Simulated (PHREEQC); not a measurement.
# Nickel, zinc or cadmium bath: speciation

Consider water at 25 °C with 0.31 mol CdSO4 and 0.11 mol KCl per kg of water. It is in equilibrium with CO2 at log p = -1 (atm). Otherwise closed; pH follows from the charge balance.

Computed with PHREEQC (ion-association model, phreeqc.dat).

This is a speciation only: nothing precipitates in the calculation.

**Question.** Estimate the pH, density, activity of water.

**Answer.** pH 4.48; density 1.066 g/cm³; activity of water 0.991.

**Question.** In which forms is S present?

**Answer.** Cd(SO4)2-2 41 %, CdSO4 31 %, SO4-2 26 %, KSO4- 3.3 % of the S.

Saturation is exceeded, for instance for Otavite; the values hold only as long as no solid forms.
